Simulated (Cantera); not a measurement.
## Transport properties of process gases

Gas mixture: 57.1 % NH₃, 42.9 % N₂, at 1.01 bar, frozen composition.

Cantera's kinetic-theory transport with the Lennard-Jones parameters of GRI-Mech 3.0, ideal gas; thermal conductivity in the multicomponent form. Polar gases are described roughly by these parameters.

```csv
T (K),ρ (kg/m³),cp (J/kg/K),μ (µPa s),λ (mW/m/K),Pr,D (cm²/s) CO₂,D (cm²/s) NH₃,D (cm²/s) C₂H₂
400,0.662,1594,17.7,40.5,0.695,0.274,0.382,0.287
500,0.530,1688,21.4,52.4,0.690,0.416,0.577,0.433
600,0.442,1785,25.0,64.8,0.688,0.581,0.803,0.603
700,0.378,1878,28.3,77.6,0.686,0.767,1.06,0.794
800,0.331,1966,31.6,90.5,0.686,0.973,1.33,1.00
900,0.294,2049,34.6,103,0.686,1.20,1.64,1.23
1000,0.265,2132,37.6,117,0.686,1.44,1.97,1.48
```
D: mixture-averaged diffusion coefficient of that species in the mixture.
